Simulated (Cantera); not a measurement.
**Chemical vapour transport: Fe₂O₃ + H₂O + O₂**

A closed system holds: 1 mol Fe₂O₃, 2 mol H₂O, 0.025 mol O₂, held at 120000 Pa.

These are equilibrium values from Cantera (NASA tables, ideal gas, pure condensed phases), not measurements of a reactor. Candidate condensed phases: Fe, FeO, Fe(OH)₂, Fe(OH)₃, Fe₂O₃, Fe₃O₄, H₂O; 12 gas species. Mutual solubility and eutectic melting of coexisting phases are not modelled. Equilibrium is a limit: real reactors are often held back by kinetics, nucleation or transport.

From 927 °C to 1227 °C the condensed part is Fe₂O₃(s). From 1277 °C to 1327 °C the condensed part is Fe₂O₃(s) + Fe₃O₄(s). From 1377 °C to 1427 °C the condensed part is Fe₃O₄(s).

```tsv
T (°C)	x H₂O	x O₂	x OH	x H₂	x Fe(OH)₂	x O	x HO₂	x H	n Fe₂O₃(s)	n Fe₃O₄(s)
927	0.988	0.0123	4.43e-6	1.03e-7	2.42e-9	2.54e-9	5.28e-9	5.78e-11	1.00	0
977	0.988	0.0123	8.50e-6	2.80e-7	8.54e-9	7.02e-9	9.01e-9	2.33e-10	1.00	0
1027	0.988	0.0123	1.55e-5	7.04e-7	2.73e-8	1.79e-8	1.48e-8	8.48e-10	1.00	0
1077	0.988	0.0123	2.71e-5	1.66e-6	8.01e-8	4.28e-8	2.33e-8	2.80e-9	1.00	0
1127	0.988	0.0123	4.55e-5	3.67e-6	2.17e-7	9.60e-8	3.56e-8	8.50e-9	1.00	0
1177	0.988	0.0123	7.37e-5	7.69e-6	5.50e-7	2.04e-7	5.28e-8	2.39e-8	1.000	0
1227	0.988	0.0123	0.000116	1.54e-5	1.31e-6	4.11e-7	7.64e-8	6.30e-8	1.000	0
1277	0.985	0.0148	0.000184	2.67e-5	2.80e-6	8.68e-7	1.23e-7	1.49e-7	0.970	0.0203
1327	0.954	0.0457	0.000357	2.70e-5	4.36e-6	2.83e-6	3.92e-7	2.58e-7	0.574	0.284
1377	0.912	0.0873	0.000594	3.31e-5	6.98e-6	6.98e-6	8.44e-7	4.77e-7	0	0.667
1427	0.912	0.0872	0.000842	5.66e-5	1.25e-5	1.21e-5	1.12e-6	1.01e-6	0	0.667
```
x: gas mole fraction; n: condensed amount in mol.
